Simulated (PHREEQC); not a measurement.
Make-up at 25 °C and 100 atm: 0.17 mol/kgw HF, 0.018 mol/kgw NaF, 0.082 mol/kgw H2SiF6 and 0.0036 mol/kgw H2SO4. It is in equilibrium with CO2 at log p = -1 (atm). Otherwise closed; pH follows from the charge balance.

All values are PHREEQC results (ion-association model, phreeqc.dat), not measurements.

Each row changes one thing in this solution. Precipitation was switched off in this run.

```json
[
 {"case": "as made", "pH": "0.92", "ionic strength (mol/kgw)": "0.254", "HF (mol/kgw)": "0.184", "HSO4- (mol/kgw)": "0.00285", "F- (mol/kgw)": "0.00165", "HF2- (mol/kgw)": "0.00110", "SI of Quartz (SiO2)": "-6.41"},
 {"case": "diluted 5-fold with water", "pH": "1.57", "ionic strength (mol/kgw)": "0.0519", "HF (mol/kgw)": "___", "HSO4- (mol/kgw)": "0.000408", "F- (mol/kgw)": "0.00118", "HF2- (mol/kgw)": "0.000157", "SI of Quartz (SiO2)": "-3.82"},
 {"case": "diluted 10-fold with water", "pH": "1.84", "ionic strength (mol/kgw)": "___", "HF (mol/kgw)": "0.0176", "HSO4- (mol/kgw)": "0.000160", "F- (mol/kgw)": "0.00103", "HF2- (mol/kgw)": "6.66e-5", "SI of Quartz (SiO2)": "___"},
 {"case": "H2SO4 from 0.0036 to 0.00324 mol/kgw", "pH": "0.92", "ionic strength (mol/kgw)": "0.253", "HF (mol/kgw)": "0.184", "HSO4- (mol/kgw)": "0.00256", "F- (mol/kgw)": "0.00165", "HF2- (mol/kgw)": "0.00111", "SI of Quartz (SiO2)": "-6.41"},
 {"case": "temperature from 25 to 35 °C", "pH": "0.92", "ionic strength (mol/kgw)": "0.253", "HF (mol/kgw)": "0.185", "HSO4- (mol/kgw)": "0.00297", "F- (mol/kgw)": "0.00139", "HF2- (mol/kgw)": "0.000999", "SI of Quartz (SiO2)": "-5.71"}
]
```

Task: Fill in the missing entries.

Result: 
- diluted 5-fold with water, HF (mol/kgw): 0.0361
- diluted 10-fold with water, ionic strength (mol/kgw): 0.0265
- diluted 10-fold with water, SI of Quartz (SiO2): -2.71

Under pressure, the constants of complexes without a molar volume in the database are unreliable. SiF6-2 is the database's only silicon fluoride.
